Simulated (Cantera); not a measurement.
N2O furnace oxynitridation

A perfectly stirred reactor is fed with 85.5 % N2O, 14.5 % O2, at 33000 Pa; it is held at 1273 K, and followed from long to short residence time.

Cantera simulation using GRI-Mech 3.0 (53 species, 325 reactions); the numbers are that mechanism's predictions, not measurements. GRI-Mech 3.0 was tuned for natural gas; its chemistry of N2O as a main component is partial and can be far from experiment. The mechanism lacks the step 2 NO + O2 → 2 NO2, which can matter for NO2 below about 1400 K. The temperature is held fixed by assumption; the heat of reaction is taken as removed at once.

```tsv
τ (s)	x N2O	x O2	x NO	x NO2	x O	x N2
1.9	0.302	0.287	0.0480	0.000161	4.38e-6	0.363
0.88	0.454	0.247	0.0364	0.000120	4.76e-6	0.263
0.42	0.597	0.210	0.0239	7.67e-5	4.99e-6	0.168
0.20	0.708	0.182	0.0138	4.26e-5	5.11e-6	0.0960
0.092	0.780	0.164	0.00709	2.02e-5	5.17e-6	0.0490
0.044	0.817	0.155	0.00358	8.88e-6	5.20e-6	0.0246
0.021	0.836	0.150	0.00175	3.43e-6	5.21e-6	0.0120
0.0097	0.846	0.147	0.000819	1.09e-6	5.21e-6	0.00562
0.0046	0.851	0.146	0.000390	3.13e-7	5.20e-6	0.00268
```
x: mole fraction; the columns are a selection and need not sum to one.
